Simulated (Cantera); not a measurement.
Cantera run, input and output.

```python
import numpy as np
import cantera as ct

gas = ct.Solution("gri30.yaml")
gas.TPX = 1225, 61000, {'CO': 0.0019, 'O2': 0.069, 'H2O': 0.0015, 'N2': 1}
inlet = ct.Reservoir(gas, clone=True)

reactor = ct.IdealGasConstPressureReactor(gas, energy="off", clone=False)
exhaust = ct.Reservoir(gas, clone=True)
tau = [0.3, 0.19, 0.12, 0.076, 0.048, 0.031, 0.019, 0.012, 0.0077, 0.0049, 0.0031][0]
for a, b in ((inlet, reactor), (reactor, exhaust)):
    ct.MassFlowController(a, b, mdot=lambda t: reactor.mass / tau)
net = ct.ReactorNet([reactor])
show = ['CO', 'O2', 'H2O', 'OH', 'H2O2']

rows = []
print(f"{'tau/s':>10s}{'T/K':>9s}" + "".join(f"{s:>11s}" for s in show))
for tau in [0.3, 0.19, 0.12, 0.076, 0.048, 0.031, 0.019, 0.012, 0.0077, 0.0049, 0.0031]:
    net.initial_time = 0.0
    net.advance(30 * tau)
    before = gas.X
    net.advance(40 * tau)
    drift = np.max(np.abs(gas.X - before) / (gas.X + 1e-9))
    rows.append([gas.T, *gas[show].X, drift])
    print(f"{tau:10.3e}{gas.T:9.1f}" + "".join(f"{x:11.3e}" for x in gas[show].X))
```

Output:

```
     tau/s      T/K         CO         O2        H2O         OH       H2O2
 3.000e-01   1225.0  2.188e-04  6.360e-02  1.392e-03  1.372e-05  7.955e-09
 1.900e-01   1225.0  2.904e-04  6.363e-02  1.391e-03  1.555e-05  9.940e-09
 1.200e-01   1225.0  3.822e-04  6.367e-02  1.390e-03  1.752e-05  1.221e-08
 7.600e-02   1225.0  4.957e-04  6.371e-02  1.388e-03  1.956e-05  1.464e-08
 4.800e-02   1225.0  6.335e-04  6.377e-02  1.387e-03  2.159e-05  1.711e-08
 3.100e-02   1225.0  7.851e-04  6.384e-02  1.385e-03  2.334e-05  1.925e-08
 1.900e-02   1225.0  9.729e-04  6.392e-02  1.384e-03  2.485e-05  2.106e-08
 1.200e-02   1225.0  1.156e-03  6.400e-02  1.383e-03  2.547e-05  2.175e-08
 7.700e-03   1225.0  1.328e-03  6.408e-02  1.383e-03  2.490e-05  2.102e-08
 4.900e-03   1225.0  1.485e-03  6.416e-02  1.385e-03  2.259e-05  1.829e-08
 3.100e-03   1225.0  1.617e-03  6.423e-02  1.388e-03  1.774e-05  1.296e-08
```

Model: GRI-Mech 3.0 (53 species, 325 reactions), integrated in Cantera.
